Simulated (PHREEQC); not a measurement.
Consider water at 25 °C with 0.16 mol H2SO4, 0.23 mol CuSO4 and 0.012 mol MgSO4 per kg of water. Closed to the air; pH follows from the charge balance.

Computed with PHREEQC (ion-association model, phreeqc.dat).

The pH is 1.06, the ionic strength comes out as 0.626 mol/kgw and the activity of water comes out as 0.989. The specific conductance is 49300 µS/cm, the density is 1.043 g/cm³ and the total alkalinity is -320 meq/kg.

```csv
species,molality,activity,log γ
HSO4-,0.204,0.151,-0.129
Cu+2,0.133,0.0311,-0.631
H+,0.116,0.0878,-0.121
CuSO4,0.0973,0.112,0.063
SO4-2,0.0946,0.0177,-0.727
MgSO4,0.00612,0.00707,0.063
Mg+2,0.00588,0.00170,-0.539
CuOH+,5.51e-9,3.50e-9,-0.198
```

No solid was allowed to form. Complexes and solids missing from the database can't appear.
